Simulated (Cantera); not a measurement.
A closed system holds: 1 mol BF3, 0.25 mol O2, 0.74 mol N2, at 78.0 mbar.

Method: chemical equilibrium by Gibbs-energy minimisation in Cantera with the NASA 1993 tables (ideal gas, pure condensed phases). Candidate condensed phases: B, BN, B2O3; 31 gas species. The numbers say what is thermodynamically allowed, not how fast it happens. All values below are at 1950 K.

Base state: BF3 0.498, N2 0.369, O2 0.122, F 0.00464, NO 0.00347, BOF 0.00227, O 0.000564, BOF2 9.76e-5 (mole fractions); condensed: gas only.

### Question
What changes in the equilibrium state with this change: BF3 replaced by borazine?

### Answer
```
species      before    after
----------  -------  -------
H2                0    0.685
N2            0.369    0.228
HBO               0   0.0518
BF3           0.498        0
O2            0.122    <1e-9
B2O2          <1e-9   0.0115
B2O3          <1e-9  0.00940
HBO2              0  0.00600
F           0.00464        0
BO            <1e-9  0.00391
H                 0  0.00340
BN(s), mol        0     2.57
```
The feed counts by its element totals alone. The tables' values for BH2 are old estimates; treat these amounts as uncertain. Further candidate phases: B3O3H3, H2O.
